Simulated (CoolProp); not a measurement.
Vapour-liquid equilibrium of R227EA (1) + isobutane (2) at 0.555 MPa; x and y are mole fractions of (1).

Model: multi-fluid Helmholtz-energy mixture model, Lemmon 2016 and Bücker 2006; pair parameters Bell 2016, in CoolProp.

```csv
x,"bubble temperature, mixture model (K)","bubble temperature, Raoult's law (K)","y, mixture model","y, Raoult's law"
0.05,309.4,314.2,0.157,0.065
0.125,304.3,313.3,0.300,0.159
0.2,301.4,312.4,0.385,0.248
0.275,299.7,311.6,0.440,0.334
0.35,298.7,310.8,0.481,0.415
0.425,298.1,310.0,0.514,0.493
0.5,297.7,309.3,0.546,0.568
0.575,297.6,308.6,0.578,0.640
0.65,297.7,307.9,0.615,0.709
0.725,298.1,307.2,0.660,0.776
0.8,299.0,306.5,0.718,0.840
0.875,300.4,305.9,0.796,0.902
0.95,302.7,305.2,0.904,0.961
```

The largest gap from Raoult's law is -12.1 K in bubble temperature, at x = 0.35. y crosses x between x = 0.575 and 0.65: the model has an azeotrope there.

The pair parameters rest on a limited set of measurements; away from them the model extrapolates.
